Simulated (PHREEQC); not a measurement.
Solution (20 °C): 0.0083 mol KOH, 4.7e-07 mol H4SiO4 and 0.046 mol Na2CO3 per kg of water. Closed to the air; pH follows from the charge balance.

Equilibrium calculation in PHREEQC: ion-association model, phreeqc.dat.

No solid was allowed to form.

Task: Order these Si species by the share of Si that they hold, largest first: H3SiO4-, H4SiO4, H2SiO4-2.

Result: H3SiO4- (91 %), H2SiO4-2 (8.7 %), H4SiO4 (0.57 %)

The pH is 11.98 and the ionic strength 0.119 mol/kgw. Complexes and solids missing from the database can't appear.
